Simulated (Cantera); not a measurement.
An isothermal, constant-pressure homogeneous reactor starts with C2H4 : H2 = 1 : 9.2 (molar parts), at 1875 K and 390 Pa.

Model: GRI-Mech 3.0 (53 species, 325 reactions), integrated in Cantera. GRI-Mech 3.0 was tuned for natural gas; its chemistry of ethylene as a main component is partial and can be far from experiment. GRI-Mech 3.0 stops at C3 and has no aromatics, soot or wall deposition, so with more carbon than oxygen in the feed, carbon stays in small species such as C2H2 where larger ones or solid carbon would form. Radical loss at walls, strong at low pressure, is not modelled.

x: mole fraction; the columns are a selection and need not sum to one.

```json
[
 {"t (s)": "0.000400", "x C2H4": "0.0960", "x H2": "0.902", "x C2H": "1.44e-10", "x C2H2": "0.00184", "x CH3": "[?]"},
 {"t (s)": "0.00110", "x C2H4": "0.0925", "x H2": "0.902", "x C2H": "1.08e-9", "x C2H2": "0.00500", "x CH3": "[?]"},
 {"t (s)": "0.00301", "x C2H4": "0.0834", "x H2": "0.903", "x C2H": "7.71e-9", "x C2H2": "0.0133", "x CH3": "[?]"},
 {"t (s)": "0.00826", "x C2H4": "0.0613", "x H2": "0.905", "x C2H": "4.68e-8", "x C2H2": "0.0334", "x CH3": "[?]"},
 {"t (s)": "0.0227", "x C2H4": "0.0240", "x H2": "0.908", "x C2H": "1.72e-7", "x C2H2": "0.0674", "x CH3": "[?]"},
 {"t (s)": "0.0622", "x C2H4": "0.00131", "x H2": "0.910", "x C2H": "4.07e-7", "x C2H2": "0.0881", "x CH3": "[?]"},
 {"t (s)": "0.171", "x C2H4": "1.60e-5", "x H2": "0.910", "x C2H": "1.08e-6", "x C2H2": "0.0892", "x CH3": "[?]"},
 {"t (s)": "0.469", "x C2H4": "9.35e-6", "x H2": "0.908", "x C2H": "2.83e-6", "x C2H2": "0.0892", "x CH3": "[?]"},
 {"t (s)": "1.29", "x C2H4": "5.94e-6", "x H2": "0.905", "x C2H": "6.61e-6", "x C2H2": "0.0890", "x CH3": "[?]"},
 {"t (s)": "3.53", "x C2H4": "4.60e-6", "x H2": "0.902", "x C2H": "1.08e-5", "x C2H2": "0.0888", "x CH3": "[?]"},
 {"t (s)": "9.68", "x C2H4": "4.41e-6", "x H2": "0.901", "x C2H": "1.17e-5", "x C2H2": "0.0888", "x CH3": "[?]"},
 {"t (s)": "26.6", "x C2H4": "4.41e-6", "x H2": "0.901", "x C2H": "1.17e-5", "x C2H2": "0.0888", "x CH3": "7.23e-6"},
 {"t (s)": "72.9", "x C2H4": "4.41e-6", "x H2": "0.901", "x C2H": "1.17e-5", "x C2H2": "0.0888", "x CH3": "7.49e-6"},
 {"t (s)": "200", "x C2H4": "4.41e-6", "x H2": "0.901", "x C2H": "1.17e-5", "x C2H2": "0.0888", "x CH3": "7.49e-6"}
]
```

### Question
Some entries are withheld; supply them.

### Answer

- 0.000400, x CH3: 6.15e-9
- 0.00110, x CH3: 1.60e-8
- 0.00301, x CH3: 2.83e-8
- 0.00826, x CH3: 4.65e-8
- 0.0227, x CH3: 5.77e-8
- 0.0622, x CH3: 8.62e-8
- 0.171, x CH3: 2.21e-7
- 0.469, x CH3: 5.78e-7
- 1.29, x CH3: 1.41e-6
- 3.53, x CH3: 2.99e-6
- 9.68, x CH3: 5.26e-6
